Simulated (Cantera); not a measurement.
Feed: 1 mol HgO, 1.4 mol N2, equilibrated at 1473.15 K and 1.33 mbar.

Equilibrium computed with Cantera from the NASA thermochemical tables; the gas is ideal and each condensed phase is pure. Candidate condensed phases: Hg, HgO; 10 gas species. The numbers say what is thermodynamically allowed, not how fast it happens.

Base state: N2 0.482, Hg 0.345, O2 0.172, NO 0.000758, O 3.18e-5 (mole fractions); condensed: gas only.

Q: What changes in the equilibrium state with this change: HgO replaced by Hg?

A: 
```
species    before  after
-------  --------  -----
N2          0.482  0.583
Hg          0.345  0.417
O2          0.172      0
NO       0.000758      0
O         3.18e-5      0
```

Q: What changes in the equilibrium state with this change: HgO replaced by PbO?

A: 
```tsv
species	before	after
N2	0.482	0.547
PbO	0	0.269
Pb	0	0.122
Hg	0.345	0
O2	0.172	0.0610
O	3.18e-5	1.89e-5
NO	0.000758	0.000481
```
Gases not in the tables: (PbO)n polymers. Further candidate phases: Pb, PbO, PbO2, Pb3O4.
